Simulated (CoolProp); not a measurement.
The fluid at 298.15 K and 0.0714 MPa flows at 0.31 m/s in a round tube of 12.7 mm bore and 15 µm roughness, fully developed (64/Re and Nu = 3.66 if laminar; Colebrook and Gnielinski if turbulent). The same conditions are run with several fluids, on thermodynamics alone (safety and materials aside).

Model: reference Helmholtz-energy equation of state of each fluid (R22: Kamei 1995; C2F6 (R116): Lemmon 2006; ethane: Bücker 2006; R245fa: Akasaka 2015; isobutane: Bücker 2006), in CoolProp.

```
fluid        Reynolds number  Darcy friction factor  pressure drop (Pa/m)  heat-transfer coefficient (W/(m² K))  mass flow (kg/h)
-----------  ---------------  ---------------------  --------------------  ------------------------------------  ----------------
R22                      719                 0.0890                 0.848                                  3.31               ___
C2F6 (R116)             1120                 0.0573                 0.868                                  4.26               ___
ethane                   367                    ___                 0.575                                  6.04               ___
R245fa                   ___                    ___                 0.727                                  4.52             0.560
isobutane                895                 0.0715                 0.461                                  4.87               ___
```

Question: What belongs in the gaps?

Answer: 
- R22, mass flow (kg/h): 0.356
- C2F6 (R116), mass flow (kg/h): 0.566
- ethane, Darcy friction factor: 0.175
- ethane, mass flow (kg/h): 0.123
- R245fa, Reynolds number: 1320
- R245fa, Darcy friction factor: 0.0485
- isobutane, mass flow (kg/h): 0.241

Transport values come from each fluid's own correlations; those of R22, C2F6 (R116), R245fa are estimates that may be off by 10 % or more.
